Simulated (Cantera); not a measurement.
Cantera run, input and output.

```python
import numpy as np
import cantera as ct

gas = ct.Solution("gri30.yaml")
gas.TPX = 1448, 1000000, {'CO': 0.029, 'O2': 0.0047, 'H2O': 0.0082, 'N2': 1}
inlet = ct.Reservoir(gas, clone=True)

reactor = ct.IdealGasConstPressureReactor(gas, energy="off", clone=False)
exhaust = ct.Reservoir(gas, clone=True)
tau = [3.4, 1.3, 0.51, 0.2, 0.077, 0.03, 0.012, 0.0045, 0.0017, 0.00068][0]
for a, b in ((inlet, reactor), (reactor, exhaust)):
    ct.MassFlowController(a, b, mdot=lambda t: reactor.mass / tau)
net = ct.ReactorNet([reactor])
show = ['CO', 'O2', 'H2O', 'NO2', 'NO', 'HO2', 'H2O2']

rows = []
print(f"{'tau/s':>10s}{'T/K':>9s}" + "".join(f"{s:>11s}" for s in show))
for tau in [3.4, 1.3, 0.51, 0.2, 0.077, 0.03, 0.012, 0.0045, 0.0017, 0.00068]:
    net.initial_time = 0.0
    net.advance(30 * tau)
    before = gas.X
    net.advance(40 * tau)
    drift = np.max(np.abs(gas.X - before) / (gas.X + 1e-9))
    rows.append([gas.T, *gas[show].X, drift])
    print(f"{tau:10.3e}{gas.T:9.1f}" + "".join(f"{x:11.3e}" for x in gas[show].X))
```

Result:

```
     tau/s      T/K         CO         O2        H2O        NO2         NO        HO2       H2O2
 3.400e+00   1448.0  1.607e-02  2.343e-06  5.070e-03  3.560e-13  3.942e-08  3.405e-09  1.306e-11
 1.300e+00   1448.0  1.609e-02  3.854e-06  5.088e-03  7.370e-13  6.262e-08  6.828e-09  2.852e-11
 5.100e-01   1448.0  1.612e-02  6.256e-06  5.115e-03  1.366e-12  9.240e-08  1.280e-08  6.036e-11
 2.000e-01   1448.0  1.617e-02  1.016e-05  5.157e-03  2.418e-12  1.317e-07  2.307e-08  1.288e-10
 7.700e-02   1448.0  1.625e-02  1.670e-05  5.225e-03  4.351e-12  1.878e-07  4.077e-08  2.867e-10
 3.000e-02   1448.0  1.638e-02  2.744e-05  5.326e-03  8.240e-12  2.719e-07  7.026e-08  6.600e-10
 1.200e-02   1448.0  1.656e-02  4.499e-05  5.470e-03  1.689e-11  4.021e-07  1.187e-07  1.559e-09
 4.500e-03   1448.0  1.685e-02  7.839e-05  5.688e-03  4.182e-11  6.345e-07  2.110e-07  4.132e-09
 1.700e-03   1448.0  1.729e-02  1.436e-04  5.977e-03  1.197e-10  1.020e-06  3.901e-07  1.134e-08
 6.800e-04   1448.0  1.794e-02  2.809e-04  6.315e-03  3.580e-10  1.535e-06  7.613e-07  2.949e-08
```

Detailed kinetics in Cantera: GRI-Mech 3.0 (53 species, 325 reactions).
